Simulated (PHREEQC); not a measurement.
Consider water at 25 °C with 0.034 mol/kgw K2CO3, 1.7e-06 mol/kgw H4SiO4 and 3.7e-05 mol/kgw KH2PO4. Closed to the air; pH follows from the charge balance.

All values are PHREEQC results (ion-association model, wateq4f.dat), not measurements.

No solid was allowed to form.

Q: Order these P species by the share of P that they hold, largest first: KHPO4-, HPO4-2, PO4-3.

A: HPO4-2 (78 %), PO4-3 (19 %), KHPO4- (3.8 %)

The pH is 11.20 and the ionic strength 0.1000 mol/kgw. Species that the database lacks are ignored. H3PO4, which wateq4f.dat lacks, is added to it with the constant of phreeqc.dat.
